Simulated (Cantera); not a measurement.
# Equilibrium for roasting and sulfation: Fe2O3 + SO2 + O2

A closed system holds: 1 mol Fe2O3, 0.65 mol SO2, 7 mol O2, at 0.133 bar.

Equilibrium computed with Cantera from the NASA thermochemical tables; the gas is ideal and each condensed phase is pure. Candidate condensed phases: Fe, FeO, FeS, FeSO4, FeS2, Fe2O3, Fe2(SO4)3, Fe3O4, S; 12 gas species. Rates play no part.

From 450 °C to 550 °C the condensed part is Fe2O3(s) + Fe2(SO4)3(s). From 600 °C to 950 °C the condensed part is Fe2O3(s).

```csv
T (°C),x O2,x SO2,x SO3,x O,n Fe2O3(s),n Fe2(SO4)3(s)
450,1.000,7.23e-6,0.000440,<1e-12,0.784,0.216
500,0.997,0.000157,0.00332,<1e-12,0.791,0.209
550,0.978,0.00237,0.0195,<1e-12,0.833,0.167
600,0.912,0.0196,0.0683,4.96e-12,1.00,0
650,0.913,0.0326,0.0547,3.26e-11,1.00,0
700,0.913,0.0463,0.0404,1.77e-10,1.00,0
750,0.914,0.0581,0.0281,8.15e-10,1.00,0
800,0.914,0.0668,0.0190,3.26e-9,1.00,0
850,0.914,0.0728,0.0127,1.15e-8,1.00,0
900,0.915,0.0767,0.00861,3.66e-8,1.00,0
950,0.915,0.0793,0.00593,1.06e-7,1.00,0
```
x: gas mole fraction; n: condensed amount in mol.
